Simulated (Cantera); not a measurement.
Source: NASA polynomial tables (part measured, part estimated), evaluated in Cantera. Values are per mole of reaction as written; species without (g) are pure solids or liquids, kept so even where they would boil at 1 bar.

### Question
Between 650 and 1000 K, where is each reaction favourable under standard conditions?
- FeS2 + C = Fe + CS2(g)

### Answer
- FeS2 + C = Fe + CS2(g): ΔG° is 155 kJ at 650 K and 83 kJ at 1000 K; it stays positive (K < 1). ΔH° is 287 kJ and ΔS° 203 J/K at 1000 K.
